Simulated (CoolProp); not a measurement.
Model: reference Helmholtz-energy equation of state, Schroeder 2014, in CoolProp.

Problem. For ethanol, give the phase and the cp (kJ/(kg K)), cv (kJ/(kg K)), speed of sound (m/s), isothermal compressibility (1/MPa) at 346.85 °C and 1.55 MPa; 346.85 °C and 5.32 MPa.

Solution. 
- 346.85 °C and 1.55 MPa: gas; cp 2.50, cv 2.28, speed of sound 340, isothermal compressibility 0.666
- 346.85 °C and 5.32 MPa: gas; cp 2.84, cv 2.44, speed of sound 319, isothermal compressibility 0.214
